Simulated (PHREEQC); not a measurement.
Model water analysis in mg/L, 14 °C, pH 3.16, pe 12.4:

| constituent | mg/L |
|---|---|
| Na | 183 |
| K | 1.65 |
| Ca | 109 |
| Mg | 1.67 |
| Cl | 75.3 |
| S(6) as SO4 | 644 |
| Al | 0.0655 |

Na is adjusted to close the charge balance.
Valence states are taken as typed.

All values are PHREEQC results (ion-association model, phreeqc.dat), not measurements.

### Question
The ionic strength comes out as 0.0217 mol/kgw. What activity coefficients do Ca+2, H+, NaSO4-, Mg+2, Na+ get?

### Answer
Ca+2 0.58, H+ 0.89, NaSO4- 0.87, Mg+2 0.59, Na+ 0.87.

Precipitation was switched off in this run. At this temperature some constants are extrapolated from 25 °C, and those without enthalpy data are left unchanged.
